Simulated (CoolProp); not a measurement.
Vapour-liquid equilibrium of R13 (1) + n-butane (2) at 0.0498 MPa; x and y are mole fractions of (1).

Computed with CoolProp (multi-fluid Helmholtz-energy mixture model, Platzer 1990 and Bücker 2006; pair parameters Bell 2016). This equation is an older, rougher fit; its heat capacities, sound speeds and derivatives of the liquid may be far off and weren't checked against measurements.

```
x      bubble temperature (°C)  y at the bubble point  dew temperature at overall composition x (°C)  liquid density (mol/L)
-----  -----------------------  ---------------------  ---------------------------------------------  ----------------------
0.05                     -52.9                  0.844                                          -19.0                   11.37
0.125                    -71.1                  0.958                                          -20.8                   11.86
0.2                      -78.4                  0.978                                          -22.8                   12.18
0.275                    -82.2                  0.985                                          -24.9                   12.45
0.35                     -84.6                  0.988                                          -27.2                   12.70
0.425                    -86.1                  0.990                                          -29.7                   12.94
0.5                      -87.3                  0.992                                          -32.4                   13.19
0.575                    -88.3                  0.993                                          -35.6                   13.43
0.65                     -89.1                  0.994                                          -39.2                   13.68
0.725                    -90.0                  0.995                                          -43.5                   13.94
0.8                      -90.9                  0.996                                          -48.9                   14.21
0.875                    -91.9                  0.997                                          -56.2                   14.49
0.95                     -93.0                  0.999                                          -68.9                   14.79
```

No azeotrope shows between x = 0.05 and 0.95.

Pair parameters are fitted to limited data, so mixtures are less certain than the pure fluids. With so large a gap from Raoult's law the liquid may split in two, which this calculation doesn't test in full.
